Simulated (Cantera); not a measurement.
An isothermal, constant-pressure homogeneous reactor starts with 58.5 % CH4, 41.5 % H2O, at 2025 K and 2000000 Pa.

Model: GRI-Mech 3.0 (53 species, 325 reactions), integrated in Cantera. GRI-Mech 3.0 stops at C3 and has no aromatics, soot or wall deposition, so with more carbon than oxygen in the feed, carbon stays in small species such as C2H2 where larger ones or solid carbon would form. The pressure lies above the range GRI-Mech 3.0 was tuned for (to about 10 atm).

x: mole fraction; the columns are a selection and need not sum to one.

```tsv
t (s)	x CH4	x H2O	x CH2O	x H2	x O2	x CH2CO
5.00e-6	0.436	0.387	0.000127	0.117	2.58e-9	(withheld)
1.75e-5	0.276	0.337	5.16e-5	0.282	2.46e-9	(withheld)
6.10e-5	0.144	0.291	1.96e-5	0.420	1.16e-9	0.000109
0.000213	0.0688	0.251	7.70e-6	0.508	6.83e-10	0.000103
0.000743	0.0480	0.195	3.95e-6	0.566	3.68e-10	(withheld)
0.00259	0.0420	0.114	2.15e-6	0.632	1.16e-10	(withheld)
0.00906	0.0341	0.0421	1.39e-6	0.692	1.55e-11	(withheld)
0.0316	0.0283	0.00598	1.27e-6	0.723	<1e-12	(withheld)
0.110	0.0272	7.71e-5	1.26e-6	0.728	<1e-12	3.37e-6
0.385	0.0272	4.93e-5	1.26e-6	0.729	<1e-12	3.37e-6
1.35	0.0272	4.93e-5	1.26e-6	0.729	<1e-12	3.37e-6
4.70	0.0272	4.93e-5	1.26e-6	0.729	<1e-12	3.37e-6
16.4	0.0272	4.93e-5	1.26e-6	0.729	<1e-12	3.37e-6
57.3	0.0272	4.93e-5	1.26e-6	0.729	<1e-12	3.37e-6
200	0.0272	4.93e-5	1.26e-6	0.729	<1e-12	3.37e-6
```

### Question
What belongs in the gaps?

### Answer

- 5.00e-6, x CH2CO: 1.24e-5
- 1.75e-5, x CH2CO: 8.06e-5
- 0.000743, x CH2CO: 7.06e-5
- 0.00259, x CH2CO: 3.11e-5
- 0.00906, x CH2CO: 9.76e-6
- 0.0316, x CH2CO: 4.01e-6
